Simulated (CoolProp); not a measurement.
Properties of carbon dioxide along the isobar 0.321 MPa.

Model: reference Helmholtz-energy equation of state, Span 1996, in CoolProp.

| T (K) | phase | density (kg/m³) | cp (kJ/(kg K)) | conductivity (mW/(m K)) |
|---|---|---|---|---|
| 233.4 | gas | 7.559 | 0.8343 | (withheld) |
| 249.8 | gas | 7.007 | 0.8369 | 13.2 |
| 266.1 | gas | 6.539 | 0.8446 | (withheld) |
| 282.5 | gas | 6.133 | 0.8550 | (withheld) |
| 298.9 | gas | 5.777 | 0.8671 | 16.8 |
| 315.3 | gas | 5.462 | 0.8799 | 18.1 |
| 331.6 | gas | 5.182 | 0.8930 | 19.3 |
| 348 | gas | 4.929 | 0.9063 | (withheld) |
| 364.4 | gas | 4.701 | (withheld) | 21.9 |
| 380.8 | gas | 4.493 | 0.9325 | 23.3 |
| 397.1 | gas | 4.304 | 0.9452 | 24.6 |
| 413.5 | gas | 4.130 | 0.9577 | 25.9 |

Question: What belongs in the gaps?

Answer: 
- 233.4, conductivity (mW/(m K)): 12.0
- 266.1, conductivity (mW/(m K)): 14.4
- 282.5, conductivity (mW/(m K)): 15.6
- 348, conductivity (mW/(m K)): 20.6
- 364.4, cp (kJ/(kg K)): 0.9195

Thermal conductivity comes from a separate model (Huber 2016).
